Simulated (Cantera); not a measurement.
## Hydrocarbon pyrolysis for carbon deposition

A perfectly stirred reactor is fed with CH4 : N2 = 1 : 8.2 (molar parts), at 66000 Pa; it is held at 1950 K, and followed from long to short residence time.

Detailed kinetics in Cantera: GRI-Mech 3.0 (53 species, 325 reactions). GRI-Mech 3.0 stops at C3 and has no aromatics, soot or wall deposition, so with more carbon than oxygen in the feed, carbon stays in small species such as C2H2 where larger ones or solid carbon would form.

```tsv
τ (s)	x CH4	x HCN	x CH3	x H2	x C2H
2.6	0.000910	0.000881	6.62e-5	0.145	2.77e-6
1.3	0.00128	0.000609	9.28e-5	0.145	2.75e-6
0.67	0.00180	0.000422	0.000129	0.144	2.72e-6
0.34	0.00255	0.000286	0.000180	0.143	2.67e-6
0.17	0.00365	0.000188	0.000253	0.142	2.61e-6
0.087	0.00519	0.000122	0.000352	0.139	2.52e-6
0.044	0.00744	7.71e-5	0.000491	0.136	2.40e-6
0.022	0.0107	4.72e-5	0.000685	0.131	2.25e-6
0.011	0.0155	2.82e-5	0.000947	0.125	2.06e-6
0.0058	0.0215	1.71e-5	0.00126	0.116	1.86e-6
0.0029	0.0302	9.47e-6	0.00169	0.104	1.60e-6
```
x: mole fraction; the columns are a selection and need not sum to one.
